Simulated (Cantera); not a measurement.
# Transport properties of process gases

Gas mixture: 100 % C₂H₄, at 4.93 atm, frozen composition.

Cantera's kinetic-theory transport with the Lennard-Jones parameters of GRI-Mech 3.0, ideal gas; thermal conductivity in the multicomponent form. The composition is frozen, though it would react at the higher temperatures.

| T (K) | ρ (kg/m³) | cp (J/kg/K) | μ (µPa s) | λ (mW/m/K) | Pr | D (cm²/s) NO | D (cm²/s) H₂O | D (cm²/s) OH |
|---|---|---|---|---|---|---|---|---|
| 400 | 4.22 | 1877 | 13.3 | 33.5 | 0.748 | 0.0543 | 0.0584 | 0.0836 |
| 650 | 2.60 | 2664 | 20.4 | 72.4 | 0.750 | 0.128 | 0.150 | 0.196 |
| 900 | 1.87 | 3167 | 26.3 | 111 | 0.749 | 0.224 | 0.274 | 0.341 |
| 1150 | 1.47 | 3563 | 31.5 | 150 | 0.748 | 0.339 | 0.427 | 0.515 |
| 1400 | 1.21 | 3836 | 36.2 | 186 | 0.746 | 0.471 | 0.603 | 0.715 |
| 1650 | 1.02 | 4034 | 40.5 | 219 | 0.745 | 0.620 | 0.802 | 0.941 |
| 1900 | 0.888 | 4178 | 44.5 | 250 | 0.744 | 0.784 | 1.02 | 1.19 |
| 2150 | 0.785 | 4282 | 48.3 | 279 | 0.742 | 0.962 | 1.26 | 1.46 |
D: mixture-averaged diffusion coefficient of that species in the mixture.
